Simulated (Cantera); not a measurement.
What does this Cantera script print?

```python
import numpy as np
import cantera as ct

gas = ct.Solution("gri30.yaml")
gas.TPX = 1325, 40000, {'CH4': 1, 'O2': 1.11, 'N2': 4.18}
reactor = ct.IdealGasReactor(gas, energy="on", clone=False)
net = ct.ReactorNet([reactor])
net.rtol, net.atol = 1e-08, 1e-16
show = ['CH4', 'O2', 'HCN', 'NO', 'CH3', 'H']
times = np.geomspace(2e-06, 2, 10)

steps = ct.SolutionArray(gas, extra=["t"])
rows = []
print(f"{'t/s':>10s}{'T/K':>9s}{'P/Pa':>11s}" + "".join(f"{s:>11s}" for s in show))
for t in times:
    while net.time < t:
        t_next = net.step()
        steps.append(gas.state, t=t_next)
    rows.append([np.interp(t, steps.t, y) for y in (steps.T, steps.P, *steps(*show).X.T)])
    print(f"{t:10.3e}{rows[-1][0]:9.1f}{rows[-1][1]:11.4g}" + "".join(f"{x:11.3e}" for x in rows[-1][2:]))
rate = np.gradient(steps.T, steps.t)
print("integrator steps:", len(steps.t))
if steps.T.max() > steps.T[0] + 200:
    print(f"time of steepest temperature rise: {steps.t[rate.argmax()]:.4e} s")
gas.TPX = 1325, 40000, {'CH4': 1, 'O2': 1.11, 'N2': 4.18}
gas.equilibrate("UV")
print(f"equilibrium (UV): T = {gas.T:.1f} K  " + "  ".join(f"{s} {gas[s].X[0]:.3e}" for s in show))
```

It prints:

```
       t/s      T/K       P/Pa        CH4         O2        HCN         NO        CH3          H
 2.000e-06   1325.0      4e+04  1.590e-01  1.765e-01  4.459e-24  5.463e-21  9.945e-09  3.601e-10
 9.283e-06   1325.0      4e+04  1.590e-01  1.765e-01  1.027e-22  1.061e-19  4.869e-08  4.377e-10
 4.309e-05   1325.0      4e+04  1.590e-01  1.765e-01  2.330e-21  8.308e-19  2.369e-07  4.967e-10
 2.000e-04   1325.0      4e+04  1.590e-01  1.765e-01  5.798e-20  8.835e-18  1.332e-06  8.781e-10
 9.283e-04   1325.0      4e+04  1.590e-01  1.765e-01  2.385e-18  2.364e-16  1.157e-05  5.204e-09
 4.309e-03   1326.1  4.003e+04  1.587e-01  1.763e-01  1.453e-16  7.317e-15  5.135e-05  2.935e-08
 2.000e-02   1394.7  4.224e+04  1.464e-01  1.673e-01  3.126e-13  2.414e-12  3.296e-04  2.035e-06
 9.283e-02   2686.0  9.387e+04  2.110e-12  2.671e-04  5.278e-08  9.515e-04  5.777e-12  1.959e-02
 4.309e-01   2686.0  9.387e+04  2.110e-12  2.671e-04  5.278e-08  9.515e-04  5.777e-12  1.959e-02
 2.000e+00   2686.0  9.387e+04  2.110e-12  2.671e-04  5.278e-08  9.515e-04  5.777e-12  1.959e-02
integrator steps: 2151
time of steepest temperature rise: 2.1861e-02 s
equilibrium (UV): T = 2686.0 K  CH4 2.402e-12  O2 2.671e-04  HCN 5.278e-08  NO 9.515e-04  CH3 6.577e-12  H 1.959e-02
```

Computed with Cantera and GRI-Mech 3.0 (53 species, 325 reactions).
